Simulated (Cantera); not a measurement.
An isothermal, constant-pressure homogeneous reactor starts with 89.3 % NH3, 10.7 % H2, at 1875 K and 0.0190 bar.

Cantera simulation using the gas-phase N/H chemistry of the illustrative SiF4/NH3 mechanism in the Surface Chemkin manual (1991); the numbers are that mechanism's predictions, not measurements. Walls and surfaces, which speed up NH3 decomposition in real reactors, are not modelled.

x: mole fraction; the columns are a selection and need not sum to one.

| t (s) | x NH3 | x H2 | x NH2 | x N2H2 | x N | x N2H4 | x N2 |
|---|---|---|---|---|---|---|---|
| 2.00e-6 | 0.893 | 0.107 | 1.04e-7 | <1e-12 | <1e-12 | <1e-12 | <1e-12 |
| 9.41e-6 | 0.893 | 0.107 | 6.40e-7 | <1e-12 | <1e-12 | <1e-12 | <1e-12 |
| 4.43e-5 | 0.893 | 0.107 | 3.44e-6 | 9.37e-12 | <1e-12 | <1e-12 | <1e-12 |
| 0.000208 | 0.893 | 0.107 | 1.66e-5 | 7.76e-10 | <1e-12 | 6.50e-12 | 1.39e-10 |
| 0.000980 | 0.893 | 0.107 | … | … | 2.99e-10 | 1.57e-10 | … |
| 0.00461 | 0.892 | 0.107 | 0.000360 | 1.12e-6 | 2.84e-8 | 3.36e-9 | 1.59e-5 |
| 0.0217 | 0.887 | 0.111 | 0.000854 | 8.16e-6 | 2.47e-7 | 1.90e-8 | 0.00111 |
| 0.102 | 0.859 | 0.131 | 0.000840 | 7.92e-6 | 2.84e-7 | 1.84e-8 | 0.00854 |
| 0.480 | … | … | … | … | … | … | … |
| 2.26 | 0.413 | 0.460 | 0.000496 | 2.56e-6 | 5.04e-7 | 6.42e-9 | 0.126 |
| 10.6 | 0.0673 | 0.714 | 0.000140 | 2.40e-7 | 4.99e-7 | 5.08e-10 | 0.218 |
| 50.0 | 8.63e-5 | 0.761 | 1.23e-6 | 5.49e-11 | 2.18e-7 | <1e-12 | 0.235 |

Task: Fill in the missing entries.

Result: 
- 0.000980, x NH2: 7.85e-5
- 0.000980, x N2H2: 3.50e-8
- 0.000980, x N2: 7.65e-8
- 0.480, x NH3: 0.743
- 0.480, x H2: 0.217
- 0.480, x NH2: 0.000748
- 0.480, x N2H2: 6.18e-6
- 0.480, x N: 3.77e-7
- 0.480, x N2H4: 1.46e-8
- 0.480, x N2: 0.0394
